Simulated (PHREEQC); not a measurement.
A solution holds 1.4 mol NaBr, 0.00021 mol H3AsO4 and 0.00051 mol KHF2 per kg of water, at 25 °C. Closed to the air; pH follows from the charge balance.

All values are PHREEQC results (ion-association model, wateq4f.dat), not measurements.

| Item | Value |
|---|---|
| pH | 3.40 |
| ionic strength | 1.40 mol/kgw |
| activity of water | 0.952 |
| total alkalinity | -0.720 meq/kg |

```
species  molality  activity   log γ
-------  --------  --------  ------
Br-          1.40      1.21  -0.062
Na+          1.40      1.03  -0.131
F-       0.000688  0.000382  -0.256
H+       0.000544  0.000399  -0.134
K+       0.000510  0.000297  -0.235
H2AsO4-  0.000200  0.000173  -0.062
HF       0.000166  0.000229   0.140
NaF      0.000165  0.000228   0.140
H3AsO4    1.00e-5   1.38e-5   0.140
HF2-      6.04e-7   3.35e-7  -0.256
H2F2      9.87e-8   1.36e-7   0.140
HAsO4-2   5.32e-8   3.00e-8  -0.248
```

No solid was allowed to form. The ionic strength is past about 0.7 mol/kgw, beyond the range of this activity model, so the values are rough. Complexes and solids missing from the database can't appear.
